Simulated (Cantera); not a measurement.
Cantera run, input and output.

```python
import numpy as np
import cantera as ct

gas = ct.Solution("h2o2.yaml")
gas.TPX = 1023, 630, {'H2': 0.27, 'O2': 1}
reactor = ct.IdealGasConstPressureReactor(gas, energy="off", clone=False)
net = ct.ReactorNet([reactor])
net.rtol, net.atol = 1e-08, 1e-18
show = ['H2', 'O2', 'H2O2', 'H', 'OH', 'O', 'HO2']
times = np.geomspace(0.0006, 70, 10)

steps = ct.SolutionArray(gas, extra=["t"])
rows = []
print(f"{'t/s':>10s}{'T/K':>9s}{'P/Pa':>11s}" + "".join(f"{s:>11s}" for s in show))
for t in times:
    while net.time < t:
        t_next = net.step()
        steps.append(gas.state, t=t_next)
    rows.append([np.interp(t, steps.t, y) for y in (steps.T, steps.P, *steps(*show).X.T)])
    print(f"{t:10.3e}{rows[-1][0]:9.1f}{rows[-1][1]:11.4g}" + "".join(f"{x:11.3e}" for x in rows[-1][2:]))
rate = np.gradient(steps.T, steps.t)
print("integrator steps:", len(steps.t))
if steps.T.max() > steps.T[0] + 200:
    print(f"time of steepest temperature rise: {steps.t[rate.argmax()]:.4e} s")
gas.TPX = 1023, 630, {'H2': 0.27, 'O2': 1}
gas.equilibrate("TP")
print(f"equilibrium (TP): T = {gas.T:.1f} K  " + "  ".join(f"{s} {gas[s].X[0]:.3e}" for s in show))
```

Result:

```
       t/s      T/K       P/Pa         H2         O2       H2O2          H         OH          O        HO2
 6.000e-04   1023.0        630  2.126e-01  7.874e-01  3.478e-13  1.508e-09  2.946e-10  6.648e-10  8.580e-10
 2.194e-03   1023.0        630  2.126e-01  7.874e-01  5.247e-12  2.277e-07  4.755e-08  1.130e-07  4.562e-09
 8.019e-03   1023.0        630  2.846e-02  6.990e-01  1.790e-07  8.726e-02  6.936e-03  4.015e-02  6.066e-06
 2.932e-02   1023.0        630  5.456e-03  7.275e-01  1.621e-07  3.031e-02  3.962e-03  2.699e-02  7.389e-06
 1.072e-01   1023.0        630  5.877e-04  7.590e-01  2.319e-07  8.957e-04  1.219e-03  2.712e-03  5.273e-06
 3.919e-01   1023.0        630  2.815e-05  7.619e-01  1.145e-07  9.414e-06  2.643e-04  1.321e-04  1.044e-06
 1.433e+00   1023.0        630  2.424e-06  7.621e-01  3.723e-08  2.729e-07  8.152e-05  1.245e-05  1.436e-07
 5.237e+00   1023.0        630  3.623e-07  7.621e-01  1.224e-08  1.747e-08  3.262e-05  1.996e-06  2.601e-08
 1.915e+01   1023.0        630  7.256e-08  7.621e-01  3.985e-09  1.655e-09  1.486e-05  4.152e-07  5.878e-09
 7.000e+01   1023.0        630  1.680e-08  7.621e-01  1.239e-09  1.897e-10  7.219e-06  9.805e-08  1.690e-09
integrator steps: 2258
equilibrium (TP): T = 1023.0 K  H2 5.904e-10  O2 7.621e-01  H2O2 6.191e-11  H 1.276e-12  OH 1.352e-06  O 3.447e-09  HO2 1.524e-09
```

Computed with Cantera and the H2/O2 subset of GRI-Mech 3.0, which has no nitrogen chemistry. Radical loss at walls, strong at low pressure, is not modelled. The temperature is held fixed by assumption; the heat of reaction is taken as removed at once.
